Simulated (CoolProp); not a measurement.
A Linde-Hampson liquefier for carbon monoxide: isothermal reversible compression at 290 K from 1 atm to 10 MPa, throttling to 1 atm, return gas leaving the recuperator 5 K below the feed. Each further row changes one setting.

The numbers come from the reference Helmholtz-energy equation of state, Lemmon 2006 in CoolProp. It is a short technical equation, of lower accuracy than the large ones.

```json
[
 {"case": "as stated", "liquid yield per pass": "(withheld)", "compression work (kJ/kg of gas)": "393"},
 {"case": "high pressure 20 MPa", "liquid yield per pass": "(withheld)", "compression work (kJ/kg of gas)": "(withheld)"},
 {"case": "warm-end temperature 320 K", "liquid yield per pass": "(withheld)", "compression work (kJ/kg of gas)": "(withheld)"},
 {"case": "warm-end gap 10 K", "liquid yield per pass": "(withheld)", "compression work (kJ/kg of gas)": "393"}
]
```

Q: Some entries are withheld; supply them.

A: 
- as stated, liquid yield per pass: 0.045
- high pressure 20 MPa, liquid yield per pass: 0.083
- high pressure 20 MPa, compression work (kJ/kg of gas): 453
- warm-end temperature 320 K, liquid yield per pass: 0.031
- warm-end temperature 320 K, compression work (kJ/kg of gas): 436
- warm-end gap 10 K, liquid yield per pass: 0.033
